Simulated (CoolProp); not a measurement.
Computed with CoolProp (reference Helmholtz-energy equation of state, McLinden 2015).

### Question
For the fluoroketone C6F12O (FK-5-1-12), give the phase and the density (kg/m³), fugacity coefficient at 500 K and 2080 kPa; 500 K and 16600 kPa.

### Answer
- 500 K and 2080 kPa: supercritical; density 217, fugacity coefficient 0.775
- 500 K and 16600 kPa: supercritical; density 1160, fugacity coefficient 0.386
